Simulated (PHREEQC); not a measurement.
# Buffer: speciation

Consider water at 25 °C with 2.4 mmol/kgw NH4Cl and 32 mmol/kgw Na2CO3. Closed to the air; pH follows from the charge balance.

Model: ion-association model, wateq4f.dat, run in PHREEQC.

Precipitation was switched off in this run.

### Question
Predict the pH.

### Answer
pH 10.85.

### Question
In which forms is Na present?

### Answer
Na+ 86 %, NaCO3- 14 % of the Na.
